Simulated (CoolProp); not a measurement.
Saturation properties of hydrogen chloride (Tc = 324.7 K, pc = 8.314 MPa, ω = 0.130).

Model: reference Helmholtz-energy equation of state, Thol 2018, in CoolProp.

```json
[
 {"T (K)": "200.9", "p (MPa)": "0.1984", "liquid density (kg/m³)": "1153", "vapour density (kg/m³)": "4.543", "enthalpy of vaporisation (kJ/kg)": "429.6", "liquid cp (kJ/(kg K))": "1.670"},
 {"T (K)": "205.1", "p (MPa)": "0.2428", "liquid density (kg/m³)": "1142", "vapour density (kg/m³)": "5.484", "enthalpy of vaporisation (kJ/kg)": "424.6", "liquid cp (kJ/(kg K))": "(withheld)"},
 {"T (K)": "209.3", "p (MPa)": "0.2945", "liquid density (kg/m³)": "(withheld)", "vapour density (kg/m³)": "6.569", "enthalpy of vaporisation (kJ/kg)": "(withheld)", "liquid cp (kJ/(kg K))": "1.682"},
 {"T (K)": "213.5", "p (MPa)": "0.3543", "liquid density (kg/m³)": "1120", "vapour density (kg/m³)": "7.812", "enthalpy of vaporisation (kJ/kg)": "414.2", "liquid cp (kJ/(kg K))": "1.690"},
 {"T (K)": "217.8", "p (MPa)": "0.4247", "liquid density (kg/m³)": "(withheld)", "vapour density (kg/m³)": "9.266", "enthalpy of vaporisation (kJ/kg)": "408.6", "liquid cp (kJ/(kg K))": "1.699"},
 {"T (K)": "222", "p (MPa)": "0.5034", "liquid density (kg/m³)": "1096", "vapour density (kg/m³)": "(withheld)", "enthalpy of vaporisation (kJ/kg)": "402.9", "liquid cp (kJ/(kg K))": "1.709"},
 {"T (K)": "226.2", "p (MPa)": "(withheld)", "liquid density (kg/m³)": "1084", "vapour density (kg/m³)": "12.71", "enthalpy of vaporisation (kJ/kg)": "(withheld)", "liquid cp (kJ/(kg K))": "1.721"},
 {"T (K)": "230.4", "p (MPa)": "0.6933", "liquid density (kg/m³)": "(withheld)", "vapour density (kg/m³)": "14.76", "enthalpy of vaporisation (kJ/kg)": "391.0", "liquid cp (kJ/(kg K))": "1.734"},
 {"T (K)": "234.6", "p (MPa)": "0.8063", "liquid density (kg/m³)": "1060", "vapour density (kg/m³)": "17.07", "enthalpy of vaporisation (kJ/kg)": "384.6", "liquid cp (kJ/(kg K))": "1.749"},
 {"T (K)": "238.8", "p (MPa)": "0.9326", "liquid density (kg/m³)": "1047", "vapour density (kg/m³)": "19.66", "enthalpy of vaporisation (kJ/kg)": "378.1", "liquid cp (kJ/(kg K))": "1.766"},
 {"T (K)": "243", "p (MPa)": "1.073", "liquid density (kg/m³)": "1034", "vapour density (kg/m³)": "22.55", "enthalpy of vaporisation (kJ/kg)": "371.2", "liquid cp (kJ/(kg K))": "1.786"}
]
```

Question: Fill in the missing entries.

Answer: 
- 205.1, liquid cp (kJ/(kg K)): 1.676
- 209.3, liquid density (kg/m³): 1131
- 209.3, enthalpy of vaporisation (kJ/kg): 419.5
- 217.8, liquid density (kg/m³): 1108
- 222, vapour density (kg/m³): 10.88
- 226.2, p (MPa): 0.5926
- 226.2, enthalpy of vaporisation (kJ/kg): 397.1
- 230.4, liquid density (kg/m³): 1072

It boils at 188.2 K under 1 atm.
